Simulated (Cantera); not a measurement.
Input (Python, Cantera) and output of one run.

```python
import numpy as np
import cantera as ct

gas_names = [...]  # 87 gases of nasa_gas.yaml made of C, H, Si
cond_names = """
    C(gr) C6H6(L) C7H8(L) C8H18(L),n-octa Si(cr) Si(L) SiC(b)
""".split()


# ... load() reads the species with a 1 bar reference pressure and builds the phases ...
atoms = {
    'SiC': {'Si': 1, 'C': 1},
    'C': {'C': 1},
    'H2': {'H': 2},
}
top_T = {'C(gr)': 4500, 'SiC(b)': 3050}  # K; cautious upper limits of use, not melting points


# ... equilibrate(T, P, feed) seeds the gas with the atoms and calls Mixture.equilibrate('TP', solver="vcs", rtol=1e-11, max_steps=5000) ...
results = []
T = 3000  # K
P = 1.3  # Pa
for m in [0.66, 0.83, 1, 1.3, 1.6, 2.1, 2.6, 3.3, 4.1, 5.2, 6.5, 8.2]:
    feed = {'SiC': 1, 'C': 0.0062, 'H2': m}  # mol
    mix = equilibrate(T, P, feed)
    results.append((T, P, feed, dict(zip(mix.species_names, mix.species_moles))))
    x = sorted(zip(gas.X, gas.species_names), reverse=True)
    print(f"T = {T:g} K  P = {P:g} Pa  n(H2) = {m:g} mol  gas = {mix.phase_moles(0):.4g} mol")
    print("   x: " + "  ".join(f"{s} {v:.3e}" for v, s in x if v > 0.001))
    print("   condensed (mol): " + ("  ".join(f"{mix.phase(i).name} {mix.phase_moles(i):.4g}"
          for i in range(1, mix.n_phases) if mix.phase_moles(i) > 1e-12) or "none"))
```

Output:

```
T = 3000 K  P = 1.3 Pa  n(H2) = 0.66 mol  gas = 3.233 mol
   x: H 4.080e-01  Si 3.080e-01  C 2.640e-01  C2 1.118e-02  C3 7.449e-03  SiC2 1.191e-03
   condensed (mol): none
T = 3000 K  P = 1.3 Pa  n(H2) = 0.83 mol  gas = 3.584 mol
   x: H 4.630e-01  Si 2.781e-01  C 2.426e-01  C2 9.441e-03  C3 5.783e-03
   condensed (mol): none
T = 3000 K  P = 1.3 Pa  n(H2) = 1 mol  gas = 3.932 mol
   x: H 5.084e-01  Si 2.536e-01  C 2.245e-01  C2 8.082e-03  C3 4.581e-03
   condensed (mol): none
T = 3000 K  P = 1.3 Pa  n(H2) = 1.3 mol  gas = 4.543 mol
   x: H 5.719e-01  Si 2.196e-01  C 1.983e-01  C2 6.309e-03  C3 3.159e-03
   condensed (mol): none
T = 3000 K  P = 1.3 Pa  n(H2) = 1.6 mol  gas = 5.152 mol
   x: H 6.207e-01  Si 1.937e-01  C 1.776e-01  C2 5.061e-03  C3 2.270e-03
   condensed (mol): none
T = 3000 K  P = 1.3 Pa  n(H2) = 2.1 mol  gas = 6.162 mol
   x: H 6.811e-01  Si 1.621e-01  C 1.513e-01  C2 3.671e-03  C3 1.402e-03
   condensed (mol): none
T = 3000 K  P = 1.3 Pa  n(H2) = 2.6 mol  gas = 7.169 mol
   x: H 7.248e-01  Si 1.393e-01  C 1.317e-01  C2 2.782e-03
   condensed (mol): none
T = 3000 K  P = 1.3 Pa  n(H2) = 3.3 mol  gas = 8.575 mol
   x: H 7.690e-01  Si 1.165e-01  C 1.115e-01  C2 1.993e-03
   condensed (mol): none
T = 3000 K  P = 1.3 Pa  n(H2) = 4.1 mol  gas = 10.18 mol
   x: H 8.048e-01  Si 9.817e-02  C 9.480e-02  C2 1.442e-03
   condensed (mol): none
T = 3000 K  P = 1.3 Pa  n(H2) = 5.2 mol  gas = 12.38 mol
   x: H 8.391e-01  Si 8.072e-02  C 7.861e-02
   condensed (mol): none
T = 3000 K  P = 1.3 Pa  n(H2) = 6.5 mol  gas = 14.99 mol
   x: H 8.667e-01  Si 6.671e-02  C 6.539e-02
   condensed (mol): none
T = 3000 K  P = 1.3 Pa  n(H2) = 8.2 mol  gas = 18.39 mol
   x: H 8.911e-01  Si 5.437e-02  C 5.359e-02
   condensed (mol): none
```

These are equilibrium values from Cantera (NASA tables, ideal gas, pure condensed phases), not measurements of a reactor.
